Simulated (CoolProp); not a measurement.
Vapour-liquid equilibrium of n-hexane (1) + o-xylene (2) at 0.295 MPa; x and y are mole fractions of (1).

Model: multi-fluid Helmholtz-energy mixture model, Thol 2019 and Zhou 2012; pair parameters Bell 2016, in CoolProp.

| x | bubble temperature (K) | y at the bubble point | dew temperature at overall composition x (K) | liquid density (mol/L) |
|---|---|---|---|---|
| 0.05 | 453.3 | 0.212 | 460.9 | 6.858 |
| 0.2 | 430.5 | 0.589 | 453.9 | 6.941 |
| 0.35 | 415.0 | 0.765 | 446.0 | 6.954 |
| 0.5 | 403.9 | 0.860 | 436.8 | 6.922 |
| 0.65 | 395.3 | 0.919 | 425.7 | 6.861 |
| 0.8 | 388.3 | 0.960 | 411.3 | 6.780 |
| 0.95 | 382.2 | 0.991 | 390.1 | 6.684 |

No azeotrope shows between x = 0.05 and 0.95.

The pair parameters rest on a limited set of measurements; away from them the model extrapolates.
